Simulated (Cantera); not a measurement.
# Aluminium nitride and oxide growth: Al(CH3)3 + O2 + N2

Input: 1 mol Al(CH3)3, 0.34 mol O2, a varied amount of N2, at 1773 K and 1.00 Torr.

Equilibrium computed with Cantera from the NASA thermochemical tables; the gas is ideal and each condensed phase is pure. Candidate condensed phases: Al, AlN, Al2O3, C, C6H6, C7H8, C8H18, H2O; 148 gas species. The feed counts by its element totals alone. The numbers say what is thermodynamically allowed, not how fast it happens.

| n(N2) (mol) | x N2 | x H2 | x CO | x Al | x H | x HCN | x HNC | n AlN(s) | n C(graphite) |
|---|---|---|---|---|---|---|---|---|---|
| 45 | 0.891 | 0.0881 | 0.0136 | 0.00343 | 0.00231 | 0.00150 | 5.37e-5 | 0.827 | 2.24 |
| 92 | 0.942 | 0.0449 | 0.00699 | 0.00334 | 0.00165 | 0.00110 | 3.94e-5 | 0.674 | 2.21 |
| 140 | 0.960 | 0.0298 | 0.00467 | 0.00331 | 0.00134 | 0.000908 | 3.24e-5 | 0.517 | 2.18 |
| 190 | 0.969 | 0.0220 | 0.00347 | 0.00329 | 0.00116 | 0.000784 | 2.80e-5 | 0.354 | 2.16 |
| 240 | 0.975 | 0.0174 | 0.00276 | 0.00328 | 0.00103 | 0.000700 | 2.50e-5 | 0.190 | 2.14 |
| 280 | 0.978 | 0.0149 | 0.00238 | 0.00328 | 0.000951 | 0.000648 | 2.31e-5 | 0.0596 | 2.13 |
| 330 | 0.981 | 0.0126 | 0.00202 | 0.00297 | 0.000876 | 0.000598 | 2.13e-5 | 0 | 2.11 |
| 380 | 0.983 | 0.0109 | 0.00176 | 0.00258 | 0.000815 | 0.000557 | 1.99e-5 | 0 | 2.10 |
| 430 | 0.985 | 0.00966 | 0.00156 | 0.00229 | 0.000766 | 0.000524 | 1.87e-5 | 0 | 2.08 |
| 480 | 0.987 | 0.00863 | 0.00140 | 0.00205 | 0.000724 | 0.000496 | 1.77e-5 | 0 | 2.07 |
| 520 | 0.988 | 0.00795 | 0.00129 | 0.00190 | 0.000695 | 0.000476 | 1.70e-5 | 0 | 2.06 |
| 570 | 0.989 | 0.00724 | 0.00118 | 0.00173 | 0.000663 | 0.000454 | 1.62e-5 | 0 | 2.05 |
x: gas mole fraction; n: condensed amount in mol.

From 45 mol N2 to 280 mol N2 the condensed part is AlN(s) + C(graphite). From 330 mol N2 to 570 mol N2 the condensed part is C(graphite). The main Al-bearing gas is Al throughout.
